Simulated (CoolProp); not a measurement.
The numbers come from the reference Helmholtz-energy equation of state, Akasaka 2019 in CoolProp.

For R1234ze(Z), give the phase and the cp (kJ/(kg K)), cv (kJ/(kg K)), speed of sound (m/s) at 376.8 K and 101 kPa.


- 376.8 K and 101 kPa: gas; cp 0.979, cv 0.900, speed of sound 170
